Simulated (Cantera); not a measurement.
Input: 1 mol B₂O₃, 12 mol HF, at 1350 °C and 0.100 bar.

Cantera equilibrium calculation (NASA polynomials, part measured and part estimated; ideal gas, pure solids and liquids). Candidate condensed phases: B, B₂O₃, B₃O₃H₃, H₂O; 43 gas species. Gases not in the tables: H₃BO₃. Equilibrium is a limit: real reactors are often held back by kinetics, nucleation or transport.

Base state: HF 0.693, H₂O 0.142, BOF 0.0902, BF₃ 0.0670, HBO₂ 0.00665, H₂ 0.000329, O₂ 0.000139, B₃O₃F₃ 7.40e-5 (mole fractions); condensed: gas only.

Q: What changes in the equilibrium state with this change: pressure from 0.100 bar to 10.0 mbar?

A: 
```tsv
species	before	after
HF	0.693	0.752
BOF	0.0902	0.133
H₂O	0.142	0.0902
BF₃	0.0670	0.0182
B₃O₃F₃	7.40e-5	2.35e-6
H	3.97e-6	1.57e-5
BOF₂	2.90e-5	1.16e-5
```
